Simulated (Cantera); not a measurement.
Input: 1 mol Cr, 0.79 mol O2, 470 mol H2, equilibrated at 1 atm.

Cantera equilibrium calculation (NASA polynomials, part measured and part estimated; ideal gas, pure solids and liquids). Candidate condensed phases: Cr, Cr2O3, H2O; 13 gas species. Equilibrium is a limit: real reactors are often held back by kinetics, nucleation or transport. All values below are at 2473 K.

Base state: H2 0.973, H 0.0218, H2O 0.00330, Cr 0.00209, OH 1.49e-5 (mole fractions); condensed: gas only.

**Question.** What changes in the equilibrium state with this change: pressure from 1 atm to 16.5 Torr?

**Answer.** 
| species | before | after |
|---|---|---|
| H2 | 0.973 | 0.856 |
| H | 0.0218 | 0.139 |
| H2O | 0.00330 | 0.00301 |
| Cr | 0.00209 | 0.00197 |
| O | 2.21e-7 | 1.05e-5 |
| OH | 1.49e-5 | 9.81e-5 |
